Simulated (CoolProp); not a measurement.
Vapour-liquid equilibrium of diethyl ether (1) + methanol (2) at 10.1 bar; x and y are mole fractions of (1).

Values from CoolProp's multi-fluid Helmholtz-energy mixture model, Thol 2014 and de Reuck 1993; pair parameters Bell 2016.

### Question
Give the bubble temperature and the first vapour's composition at x = 0.2, 0.5, 0.8. Is there an azeotrope?

### Answer
x = 0.2: 126.3 °C, y = 0.346; x = 0.5: 119.4 °C, y = 0.589; x = 0.8: 117.7 °C, y = 0.791. y crosses x between x = 0.65 and 0.8: the model has an azeotrope there.

Pair parameters are fitted to limited data, so mixtures are less certain than the pure fluids.
